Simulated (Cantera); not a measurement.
Charge: 1 mol BCl3, 180 mol H2, 0.15 mol N2, 1.1 mol O2, equilibrated at 0.0620 bar.

Method: chemical equilibrium by Gibbs-energy minimisation in Cantera with the NASA 1993 tables (ideal gas, pure condensed phases). Candidate condensed phases: B, BN, B2O3, B3O3H3, H2O, NH4Cl; 49 gas species. Gases not in the tables: H3BO3. Equilibrium is a limit: real reactors are often held back by kinetics, nucleation or transport.

Q: At 773 K, list the 4 most abundant gas species with their mole fractions, and the condensed phases.

A: H2 0.979, HCl 0.0165, H2O 0.00384, N2 0.000822. Condensed: B2O3(l).
